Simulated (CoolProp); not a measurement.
Vapour pressure (MPa) of hydrogen chloride: the reference equation beside estimates from Tc = 324.7 K, pc = 8.314 MPa, ω = 0.130. Clausius-Clapeyron is anchored at 270.9 K with a constant enthalpy of vaporisation of 11.55 kJ/mol.

Computed with CoolProp (reference Helmholtz-energy equation of state, Thol 2018).

```
T (K)  reference  Clausius-Clapeyron  van der Waals
-----  ---------  ------------------  -------------
240.1     0.9745               1.264          2.192
247.8      1.252               1.513          2.554
255.5      1.585               1.792          2.952
263.2      1.979               2.100          3.387
270.9      2.440               2.440          3.860
278.6      2.978               2.812          4.373
286.3      3.598               3.216          4.926
293.9      4.301               3.646          5.513
```

Absolute difference from the reference over all 8 rows, mean and median: Clausius-Clapeyron 12.6 and 11.8 %, van der Waals 69.6 and 64.7 %.
